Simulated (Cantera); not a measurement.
Feed: 1 mol MgCO3, 4.7 mol SO2, 0.6 mol CO2, held at 725 K and 1700 Pa.

Method: chemical equilibrium by Gibbs-energy minimisation in Cantera with the NASA 1993 tables (ideal gas, pure condensed phases). Candidate condensed phases: C, Mg, MgCO3, MgO, MgS, MgSO4, S; 26 gas species. Gases not in the tables: S3 to S7. Kinetics and transport are ignored.

Base state: SO2 0.720, CO2 0.269, S2 0.0110, S2O 0.000727, COS 2.10e-5 (mole fractions); condensed: MgO(s) + MgSO4(s).

What changes in the equilibrium state with this change: temperature from 725 K to 1600 K?


| species | before | after |
|---|---|---|
| SO2 | 0.720 | 0.745 |
| CO2 | 0.269 | 0.252 |
| CO | 5.63e-6 | 0.00136 |
| S2 | 0.0110 | 5.23e-9 |
| O2 | <1e-9 | 0.000806 |
| S2O | 0.000727 | 9.39e-9 |
| SO3 | <1e-9 | 6.39e-5 |
| COS | 2.10e-5 | <1e-9 |
| SO | 1.95e-7 | 0.000321 |
| MgO(s), mol | 0.724 | 1.00 |
| MgSO4(s), mol | 0.276 | 0 |

What changes in the equilibrium state with this change: pressure from 1700 Pa to 100000 Pa?


```json
[
 {"species": "SO2", "before": "0.720", "after": "0.648"},
 {"species": "CO2", "before": "0.269", "after": "0.325"},
 {"species": "S2", "before": "0.0110", "after": "0.0166"},
 {"species": "S8", "before": "7.62e-9", "after": "0.00802"},
 {"species": "COS", "before": "2.10e-5", "after": "0.000101"},
 {"species": "S2O", "before": "0.000727", "after": "0.00260"},
 {"species": "MgO(s), mol", "before": "0.724", "after": "0"},
 {"species": "MgSO4(s), mol", "before": "0.276", "after": "1.00"}
]
```
